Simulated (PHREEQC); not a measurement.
**Acid mine or pickling water**

Model water analysis in mg/L, 20 °C, pH 3.46, pe 10.6: Na 199; K 165; Ca 135; Mg 4.3; Cl 159; S(6) as SO4 803; N(5) as NO3 6.4; Fe(3) 0.852.

Cl is adjusted to close the charge balance.
Valence states are taken as typed.

All values are PHREEQC results (ion-association model, phreeqc.dat), not measurements.

Each row changes one thing in this solution. Precipitation was switched off in this run.

| case | ionic strength (mol/kgw) | SO4-2 (mol/kgw) | Ca+2 (mol/kgw) | CaSO4 (mol/kgw) | NaSO4- (mol/kgw) | HSO4- (mol/kgw) | SI of Gypsum (CaSO4:2H2O) | SI of Fe(OH)3(a) (Fe(OH)3) |
|---|---|---|---|---|---|---|---|---|
| as made | 0.0279 | 0.00703 | 0.00249 | 0.000883 | 0.000157 | 0.000135 | -0.70 | -1.27 |
| all concentrations times 2 at the same typed pH | 0.0532 | 0.0134 | 0.00455 | 0.00220 | 0.000499 | 0.000226 | -0.31 | -1.14 |
| temperature from 20 to 25 °C at the same typed pH | 0.0278 | 0.00699 | 0.00247 | 0.000899 | 0.000160 | 0.000149 | -0.71 | -1.37 |

Complexes and solids missing from the database can't appear. Some of these states are supersaturated (in Jarosite-K, Hematite (slow to form), for instance).
